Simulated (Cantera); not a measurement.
Mixture: 12.9 % CH4, 5.91 % CO, 16.8 % O2, 63.4 % N2, 0.990 % H2, equivalence ratio 1.7, at 500000 Pa, adiabatic and at constant volume. Ignition delay is the time to a rise of 400 K.

Detailed kinetics in Cantera: GRI-Mech 3.0 (53 species, 325 reactions).

Problem. Predict: delay at 1100 K; delay at 1300 K; delay at 1500 K; delay at 1700 K; delay at 1900 K; apparent activation energy between 1700 and 1900 K.

Solution. delay at 1100 K: 21.3 ms
delay at 1300 K: 2.46 ms
delay at 1500 K: 0.309 ms
delay at 1700 K: 53.4 µs
delay at 1900 K: 13.7 µs
apparent activation energy between 1700 and 1900 K: 180 kJ/mol
